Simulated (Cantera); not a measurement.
What does this Cantera script print?

```python
import numpy as np
import cantera as ct

gas_names = [...]  # 113 gases of nasa_gas.yaml made of C, F, H, Si
cond_names = """
    C(gr) C6H6(L) C7H8(L) C8H18(L),n-octa Si(cr) Si(L) SiC(b)
""".split()


# ... load() reads the species with a 1 bar reference pressure and builds the phases ...
atoms = {
    'C2F6': {'C': 2, 'F': 6},
    'Si': {'Si': 1},
    'H2': {'H': 2},
}
top_T = {'C(gr)': 4500, 'SiC(b)': 3050}  # K; cautious upper limits of use, not melting points


# ... equilibrate(T, P, feed) seeds the gas with the atoms and calls Mixture.equilibrate('TP', solver="gibbs", rtol=1e-10, max_steps=50000) ...
results = []
P = 100000  # Pa
for T in [1248, 1398, 1548, 1698, 1848, 1998, 2148, 2298, 2448, 2598, 2748, 2898, 3048, 3198]:
    for m in [0.24, 0.3, 0.36, 0.45, 0.54, 0.67, 0.81, 1]:
        feed = {'C2F6': 1, 'Si': 0.025, 'H2': m}  # mol
        mix = equilibrate(T, P, feed)
        results.append((T, P, feed, dict(zip(mix.species_names, mix.species_moles))))

for T, P, feed, n in results:
    print(f"{T:7g} {feed['H2']:10.4g}  " + (" + ".join(c for c in cond_names if n.get(c, 0) > 1e-12) or "gas only"))
```

It prints:

```
   1248       0.24  C(gr)
   1248        0.3  C(gr)
   1248       0.36  C(gr)
   1248       0.45  C(gr)
   1248       0.54  C(gr)
   1248       0.67  C(gr)
   1248       0.81  C(gr)
   1248          1  C(gr)
   1398       0.24  C(gr)
   1398        0.3  C(gr)
   1398       0.36  C(gr)
   1398       0.45  C(gr)
   1398       0.54  C(gr)
   1398       0.67  C(gr)
   1398       0.81  C(gr)
   1398          1  C(gr)
   1548       0.24  C(gr)
   1548        0.3  C(gr)
   1548       0.36  C(gr)
   1548       0.45  C(gr)
   1548       0.54  C(gr)
   1548       0.67  C(gr)
   1548       0.81  C(gr)
   1548          1  C(gr)
   1698       0.24  C(gr)
   1698        0.3  C(gr)
   1698       0.36  C(gr)
   1698       0.45  C(gr)
   1698       0.54  C(gr)
   1698       0.67  C(gr)
   1698       0.81  C(gr)
   1698          1  C(gr)
   1848       0.24  C(gr)
   1848        0.3  C(gr)
   1848       0.36  C(gr)
   1848       0.45  C(gr)
   1848       0.54  C(gr)
   1848       0.67  C(gr)
   1848       0.81  C(gr)
   1848          1  C(gr)
   1998       0.24  C(gr)
   1998        0.3  C(gr)
   1998       0.36  C(gr)
   1998       0.45  C(gr)
   1998       0.54  C(gr)
   1998       0.67  C(gr)
   1998       0.81  C(gr)
   1998          1  C(gr)
   2148       0.24  C(gr)
   2148        0.3  C(gr)
   2148       0.36  C(gr)
   2148       0.45  C(gr)
   2148       0.54  C(gr)
   2148       0.67  C(gr)
   2148       0.81  C(gr)
   2148          1  C(gr)
   2298       0.24  C(gr)
   2298        0.3  C(gr)
   2298       0.36  C(gr)
   2298       0.45  C(gr)
   2298       0.54  C(gr)
   2298       0.67  C(gr)
   2298       0.81  C(gr)
   2298          1  C(gr)
   2448       0.24  C(gr)
   2448        0.3  C(gr)
   2448       0.36  C(gr)
   2448       0.45  C(gr)
   2448       0.54  C(gr)
   2448       0.67  C(gr)
   2448       0.81  C(gr)
   2448          1  C(gr)
   2598       0.24  C(gr)
   2598        0.3  C(gr)
   2598       0.36  C(gr)
   2598       0.45  C(gr)
   2598       0.54  C(gr)
   2598       0.67  C(gr)
   2598       0.81  C(gr)
   2598          1  C(gr)
   2748       0.24  C(gr)
   2748        0.3  C(gr)
   2748       0.36  C(gr)
   2748       0.45  C(gr)
   2748       0.54  C(gr)
   2748       0.67  C(gr)
   2748       0.81  C(gr)
   2748          1  C(gr)
   2898       0.24  gas only
   2898        0.3  gas only
   2898       0.36  C(gr)
   2898       0.45  C(gr)
   2898       0.54  C(gr)
   2898       0.67  C(gr)
   2898       0.81  C(gr)
   2898          1  C(gr)
   3048       0.24  gas only
   3048        0.3  gas only
   3048       0.36  C(gr)
   3048       0.45  C(gr)
   3048       0.54  C(gr)
   3048       0.67  C(gr)
   3048       0.81  C(gr)
   3048          1  C(gr)
   3198       0.24  gas only
   3198        0.3  C(gr)
   3198       0.36  C(gr)
   3198       0.45  C(gr)
   3198       0.54  C(gr)
   3198       0.67  C(gr)
   3198       0.81  C(gr)
   3198          1  C(gr)
```

Equilibrium computed with Cantera from the NASA thermochemical tables; the gas is ideal and each condensed phase is pure. The feed counts by its element totals alone. The tables' values for SiF2, SiF3 are old estimates.
